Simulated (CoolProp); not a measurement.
Vapour-liquid equilibrium of propane (1) + R236EA (2) at 4.86 bar; x and y are mole fractions of (1).

Values from CoolProp's multi-fluid Helmholtz-energy mixture model, Lemmon 2009 and Rui 2013; pair parameters Bell 2016.

```csv
x,bubble temperature (K),y at the bubble point,dew temperature at overall composition x (K),liquid density (mol/L)
0.05,312.6,0.320,323.6,9.104
0.2,289.2,0.715,317.8,9.774
0.35,281.1,0.806,311.2,10.14
0.5,278.3,0.837,303.6,10.44
0.65,276.8,0.857,294.1,10.77
0.8,275.4,0.889,281.7,11.20
0.95,274.1,0.958,274.2,11.75
```

No azeotrope shows between x = 0.05 and 0.95.

The pair parameters rest on a limited set of measurements; away from them the model extrapolates. With so large a gap from Raoult's law the liquid may split in two, which this calculation doesn't test in full.
